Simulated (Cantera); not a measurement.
Input: 1 mol CS₂, a varied amount of H₂, held at 1002 °C and 21000 Pa.

Method: chemical equilibrium by Gibbs-energy minimisation in Cantera with the NASA 1993 tables (ideal gas, pure condensed phases). Candidate condensed phases: C, C₆H₆, C₇H₈, C₈H₁₈, S; 83 gas species. Gases not in the tables: S₃ to S₇. Rates play no part.

Question: At 0.7 mol H₂, list the 5 most abundant gas species with their mole fractions, and the condensed phases.

Answer: CS₂ 0.452, H₂S 0.294, H₂ 0.178, S₂ 0.0755, SH 0.000656. Condensed: C(graphite).
